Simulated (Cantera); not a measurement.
Input: 1 mol SiCl4, 1 mol Cl2, 1.5 mol H2, held at 598 K and 975 Torr.

Cantera equilibrium calculation (NASA polynomials, part measured and part estimated; ideal gas, pure solids and liquids). Candidate condensed phases: Si; 19 gas species. The numbers say what is thermodynamically allowed, not how fast it happens.

Base state: HCl 0.571, SiCl4 0.286, H2 0.143 (mole fractions); condensed: gas only.

Q: What changes in the equilibrium state with this change: SiCl4 replaced by Si?

A: 
```csv
species,before,after
H2,0.143,0.717
SiCl4,0.286,0.181
SiHCl3,1.87e-6,0.0985
HCl,0.571,3.46e-5
SiH2Cl2,<1e-9,0.00267
SiH3Cl,<1e-9,1.41e-5
"Si(s), mol",0,0.449
```
